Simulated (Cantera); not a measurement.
Cantera with NASA thermochemical tables; ideal gases at 1 bar, condensed phases pure. Values are per mole of reaction as written; species without (g) are pure solids or liquids, kept so even where they would boil at 1 bar.

2 NO(g) → O2(g) + N2(g)

| T (K) | ΔH° (kJ) | ΔS° (J/K) | ΔG° (kJ) | log10 K |
|---|---|---|---|---|
| 300 | -182.5 | -24.7 | -175.1 | 30.49 |
| 1600 | -183.0 | -25.4 | -142.3 | 4.65 |
| 1750 | -183.0 | -25.4 | -138.5 | 4.13 |
| 1900 | -183.0 | -25.4 | -134.7 | 3.70 |
| 2050 | -182.9 | -25.4 | -130.8 | 3.33 |
| 2200 | -182.8 | -25.4 | -127.0 | 3.02 |
| 2350 | -182.7 | -25.3 | -123.2 | 2.74 |
| 2500 | -182.6 | -25.2 | -119.4 | 2.50 |
| 2650 | -182.4 | -25.2 | -115.7 | 2.28 |
| 2800 | … | … | … | … |
| 2950 | … | … | … | … |

Complete the blanks.


- 2800, ΔH° (kJ): -182.1
- 2800, ΔS° (J/K): -25.1
- 2800, ΔG° (kJ): -111.9
- 2800, log10 K: 2.09
- 2950, ΔH° (kJ): -181.9
- 2950, ΔS° (J/K): -25.0
- 2950, ΔG° (kJ): -108.1
- 2950, log10 K: 1.91
